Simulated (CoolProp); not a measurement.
Water along the isobar 100000 kPa: Z from the reference equation and from simpler models built on Tc = 647.1 K, pc = 22060 kPa, ω = 0.344; each cubic takes its own stable root.

The numbers come from the reference Helmholtz-energy equation of state, Wagner 2002 in CoolProp.

| T (K) | phase | reference |
|---|---|---|
| 552.8 | liquid | 0.4634 |
| 593.7 | liquid | 0.4567 |
| 634.7 | liquid | 0.4569 |
| 675.7 | supercritical | 0.4653 |
| 716.7 | supercritical | 0.4839 |
| 757.7 | supercritical | 0.5151 |
| 798.7 | supercritical | 0.5600 |
| 839.6 | supercritical | 0.6151 |
| 880.6 | supercritical | 0.6737 |

How far does each simpler model (van der Waals, Redlich-Kwong, Soave-Redlich-Kwong) lie from the reference over these 9 states: mean and median of the absolute difference, and the worst?


- van der Waals: mean 61.5 %, median 66.4 %, worst +94.0 % at 552.8 K and 100000 kPa
- Redlich-Kwong: mean 33.2 %, median 37.8 %, worst +44.0 % at 552.8 K and 100000 kPa
- Soave-Redlich-Kwong: mean 39.3 %, median 41.2 %, worst +43.3 % at 716.7 K and 100000 kPa
